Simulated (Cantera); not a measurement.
# Thermodynamics of silicon nitride deposition, feed SiH2Cl2 + N2

Charge: 1 mol SiH2Cl2, 58 mol N2, held at 1.88 Torr.

Method: chemical equilibrium by Gibbs-energy minimisation in Cantera with the NASA 1993 tables (ideal gas, pure condensed phases). Candidate condensed phases: NH4Cl, Si, Si3N4; 28 gas species. N2 is the only nitrogen source here; it is nearly inert below about 1500 K, so the nitride shown seldom forms there in practice. The tables' values for SiCl3, SiCl, SiN are old estimates; treat these amounts as uncertain. The numbers say what is thermodynamically allowed, not how fast it happens.

```
T (K)   x N2    x HCl     x H2   x SiCl2   x SiCl4      x Si       x H   x SiCl3  n Si3N4(s)  n Si(l)
-----  -----  -------  -------  --------  --------  --------  --------  --------  ----------  -------
800    0.968   0.0248  0.00446  2.82e-10   0.00223    <1e-12  3.87e-12   7.53e-8       0.289        0
900    0.968   0.0259  0.00390   3.01e-8   0.00195    <1e-12  1.46e-10   1.11e-6       0.295        0
1000   0.968   0.0267  0.00350   1.24e-6   0.00174    <1e-12   2.68e-9   9.44e-6       0.299        0
1100   0.968   0.0273  0.00322   2.55e-5   0.00156    <1e-12   2.93e-8   5.33e-5       0.301        0
1200   0.968   0.0275  0.00313  0.000295   0.00126    <1e-12   2.21e-7  0.000206       0.298        0
1300   0.967   0.0264  0.00365   0.00177  0.000615  6.04e-11   1.34e-6  0.000428       0.278        0
1400   0.967   0.0225  0.00555   0.00478  0.000114   5.86e-9   7.25e-6  0.000358       0.229        0
1500   0.967   0.0169  0.00831   0.00800   1.35e-5   3.06e-7   3.21e-5  0.000184       0.170        0
1600   0.966   0.0117   0.0108    0.0107   1.54e-6   9.69e-6  0.000113   8.19e-5       0.118        0
1700   0.966  0.00773   0.0127    0.0126   1.90e-7  0.000203  0.000332   3.50e-5      0.0734        0
1800   0.965  0.00719   0.0126    0.0127   5.32e-8   0.00127  0.000805   2.04e-5           0    0.132
```
x: gas mole fraction; n: condensed amount in mol.

From 800 K to 1700 K the condensed part is Si3N4(s). At 1800 K the condensed part is Si(l). The main Si-bearing gas is SiCl4 at 800 K and SiCl2 at 1800 K. The share of Si in condensed phases is highest at 1100 K (90.3 %) and lowest at 1800 K (13.2 %).
